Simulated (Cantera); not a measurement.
A Cantera script and its output.

```python
import numpy as np
import cantera as ct

gas = ct.Solution("gri30.yaml", transport_model="mixture-averaged")
show = ['H2', 'H', 'N2']

rows = []
print(f"{'T/K':>7s}{'rho':>11s}{'cp':>10s}{'mu':>11s}{'lambda':>11s}{'Pr':>7s}" + "".join(f"{'D_' + s:>11s}" for s in show))
for T in [400, 600, 800, 1000, 1200, 1400, 1600, 1800]:
    gas.TPX = T, 1400, {'N2': 0.16, 'H2O': 0.57, 'CH4': 0.87}
    Pr = gas.cp_mass * gas.viscosity / gas.thermal_conductivity
    D = [gas.mix_diff_coeffs_mole[gas.species_index(s)] for s in show]
    rows.append([gas.density, gas.cp_mass, gas.viscosity, gas.thermal_conductivity, Pr, *D])
    print(f"{T:7g}{gas.density:11.4e}{gas.cp_mass:10.1f}{gas.viscosity:11.4e}"
          f"{gas.thermal_conductivity:11.4e}{Pr:7.3f}" + "".join(f"{d:11.4e}" for d in D))
print("SI units: kg/m3, J/kg/K, Pa s, W/m/K, m2/s")
```

Result:

```
    T/K        rho        cp         mu     lambda     Pr       D_H2        D_H       D_N2
    400 7.5530e-03    2072.1 1.5125e-05 4.3367e-02  0.723 9.3500e-03 1.4598e-02 2.7648e-03
    600 5.0353e-03    2486.8 2.1348e-05 7.2154e-02  0.736 1.8725e-02 3.0134e-02 5.6789e-03
    800 3.7765e-03    2883.5 2.6974e-05 1.0397e-01  0.748 3.0420e-02 4.9682e-02 9.3393e-03
   1000 3.0212e-03    3233.4 3.2152e-05 1.3691e-01  0.759 4.4202e-02 7.2780e-02 1.3662e-02
   1200 2.5177e-03    3526.0 3.6979e-05 1.6995e-01  0.767 5.9907e-02 9.9124e-02 1.8592e-02
   1400 2.1580e-03    3768.1 4.1522e-05 2.0255e-01  0.772 7.7418e-02 1.2849e-01 2.4087e-02
   1600 1.8883e-03    3968.2 4.5826e-05 2.3436e-01  0.776 9.6638e-02 1.6072e-01 3.0118e-02
   1800 1.6784e-03    4133.9 4.9926e-05 2.6522e-01  0.778 1.1749e-01 1.9568e-01 3.6660e-02
SI units: kg/m3, J/kg/K, Pa s, W/m/K, m2/s
```

Computed with Cantera and GRI-Mech 3.0 (53 species, 325 reactions). Polar gases are described roughly by these parameters. The composition is frozen, though it would react at the higher temperatures.
